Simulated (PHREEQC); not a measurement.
Solution (25 °C): 71 mmol/kgw Al2(SO4)3 and 0.041 mmol/kgw H2SO4. Closed to the air; pH follows from the charge balance.

Equilibrium calculation in PHREEQC: ion-association model, wateq4f.dat.

This is a speciation only: nothing precipitates in the calculation.

**Question.** Order these Al species by the share of Al that they hold, largest first: AlSO4+, Al+3, AlOH+2, Al(SO4)2-.

**Answer.** AlSO4+ (64 %), Al(SO4)2- (27 %), Al+3 (8.9 %), AlOH+2 (0.25 %)

**Question.** Order these S species by the share of S that they hold, largest first: SO4-2, HSO4-, Al(SO4)2-, AlSO4+.

**Answer.** AlSO4+ (43 %), Al(SO4)2- (35 %), SO4-2 (22 %), HSO4- (0.12 %)

The pH is 3.83 and the ionic strength 0.214 mol/kgw. The solution is supersaturated, for example in Basaluminite, Gibbsite (slow to form), so a real one may precipitate; this is no full list. Complexes and solids missing from the database can't appear.
